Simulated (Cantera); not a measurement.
Input (Python, Cantera):

```python
import numpy as np
import cantera as ct

surf = ct.Interface("diamond.yaml", "diamond_100")
gas, bulk = surf.adjacent["gas"], surf.adjacent["diamond"]
k = surf.kinetics_species_index(bulk.species_names[0])
cover = ["c6HH", "c6H*", "c6*H", "c6**", "c6HM", "c6B"]

rows, drift = [], 0.0
print(f"{'T':>10s}{'um/h':>11s}" + "".join(f"{s:>11s}" for s in cover))
for v in [950, 1025, 1100, 1175, 1250, 1325, 1400]:
    T, P, xH, xCH3 = v, 1300, 0.0092, 4.9e-05
    gas.TPX = T, P, {"H": xH, "CH3": xCH3, "CH4": 0.0023, "H2": 1 - xH - xCH3 - 0.0023}
    surf.TP = bulk.TP = T, P
    surf.coverages = "c6H*:0.1, c6HH:0.9"
    surf.advance_coverages(100.0)
    before = surf.coverages
    surf.advance_coverages(100.0)
    drift = max(drift, np.max(np.abs(surf.coverages - before) / (surf.coverages + 1e-9)))
    rate = surf.net_production_rates[k] * bulk.mean_molecular_weight / bulk.density * 3.6e9
    rows.append([rate, *surf[cover].coverages])
    print(f"{v:10.4g}{rate:11.4e}" + "".join(f"{x:11.3e}" for x in rows[-1][1:]))
```

Output:

```
         T       um/h       c6HH       c6H*       c6*H       c6**       c6HM        c6B
       950 2.5824e-01  6.406e-01  1.409e-02  3.341e-01  6.671e-03  3.508e-03  7.007e-10
      1025 3.2967e-01  5.727e-01  2.053e-02  3.920e-01  1.153e-02  2.284e-03  8.946e-10
      1100 2.9276e-01  5.111e-01  2.786e-02  4.411e-01  1.825e-02  1.101e-03  7.944e-10
      1175 1.7441e-01  4.564e-01  3.572e-02  4.804e-01  2.687e-02  3.341e-04  4.733e-10
      1250 1.1617e-01  4.088e-01  4.379e-02  5.100e-01  3.721e-02  8.020e-05  3.152e-10
      1325 1.1204e-01  3.680e-01  5.180e-02  5.311e-01  4.897e-02  1.880e-05  3.040e-10
      1400 1.0218e-01  3.336e-01  5.957e-02  5.450e-01  6.174e-02  4.362e-06  2.773e-10
```

Cantera simulation using the Harris–Goodwin 1993 mechanism for the reconstructed diamond (100) surface; the numbers are that mechanism's predictions, not measurements.
